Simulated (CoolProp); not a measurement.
The numbers come from the reference Helmholtz-energy equation of state, Zhou 2016 in CoolProp.

Q: Give the vapour pressure (kPa), liquid density (kg/m³), vapour density (kg/m³), enthalpy of vaporisation (kJ/kg) of saturated R245ca at 92.15 °C.

A: 
```json
[
 {"T (°C)": "92.15", "p (kPa)": "774", "liquid density (kg/m³)": "1200", "vapour density (kg/m³)": "40.9", "enthalpy of vaporisation (kJ/kg)": "161"}
]
```
